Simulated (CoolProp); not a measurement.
Computed with CoolProp (reference Helmholtz-energy equation of state, de Vries 1995).

Task: For R124, give the phase and the density (kg/m³), cv (kJ/(kg K)), expansivity (1/kK), conductivity (mW/(m K)) at 381 K and 3.41 MPa; 407.7 K and 3.41 MPa; 434.4 K and 3.41 MPa.

Result: 
- 381 K and 3.41 MPa: liquid; density 973, cv 0.883, expansivity 10.0, conductivity 48.5
- 407.7 K and 3.41 MPa: gas; density 226, cv 0.906, expansivity 13.2, conductivity 29.6
- 434.4 K and 3.41 MPa: gas; density 177, cv 0.901, expansivity 6.67, conductivity 29.4

Thermal conductivity comes from a separate model (Huber 2003), an estimate that may be off by 10 % or more.
